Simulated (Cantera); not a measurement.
## Premixed flame

A freely propagating, adiabatic, planar premixed flame of 5.94 % C₃H₈, 19.8 % O₂, 74.3 % N₂, unburnt at 450 K and 800000 Pa; multicomponent+Soret transport, grid criteria slope 0.08 and curve 0.16, no radiation.

Cantera simulation using GRI-Mech 3.0 (53 species, 325 reactions); the numbers are that mechanism's predictions, not measurements. GRI-Mech 3.0 was tuned for natural gas; its chemistry of propane as a main component is partial and can be far from experiment. Burning velocities carry a grid error of a few per cent, more on coarse grids.

```tsv
z (mm)	T (K)	u (m/s)	x C₃H₈	x O₂	x C₂H₆	x C₂H₄	x OH	x CH₄
-0.350	451	0.213	0.0593	0.197	1.45e-7	2.06e-6	<1e-8	6.08e-6
-0.234	456	0.216	0.0592	0.196	2.38e-6	2.95e-5	<1e-8	5.59e-5
-0.175	476	0.227	0.0593	0.193	1.39e-5	0.000157	<1e-8	0.000213
-0.117	589	0.285	0.0585	0.180	0.000132	0.00125	1.28e-8	0.00106
-0.0584	1019	0.513	0.0419	0.128	0.000938	0.00743	6.23e-7	0.00450
-0.0292	1387	0.726	0.0172	0.0817	0.00157	0.0128	1.38e-5	0.00757
0	1760	0.950	0.000495	0.0342	0.000476	0.00686	0.000175	0.00744
0.0292	1952	1.06	5.23e-7	0.0122	5.00e-5	0.000933	0.000279	0.00432
0.0584	2027	1.10	1.15e-8	0.00482	1.44e-5	0.000177	0.000249	0.00296
0.117	2071	1.13	<1e-8	0.00116	3.48e-6	4.03e-5	0.000152	0.00217
0.234	2085	1.13	<1e-8	0.000165	9.24e-7	1.53e-5	8.69e-5	0.00174
0.467	2085	1.14	<1e-8	1.04e-5	3.98e-7	8.96e-6	6.99e-5	0.00134
0.934	2082	1.14	<1e-8	2.51e-7	1.78e-7	5.16e-6	6.48e-5	0.000931
```
x: mole fraction of selected species; z is measured from the peak of heat release.

| Item | Value |
|---|---|
| laminar burning velocity | 21.2 cm/s |
| thermal thickness | 0.117 mm |
| peak x(C₂H₆) | 0.00157 |
| peak x(C₂H₄) | 0.0131 |
| peak x(OH) | 0.000279 |
| peak x(CH₄) | 0.00840 |
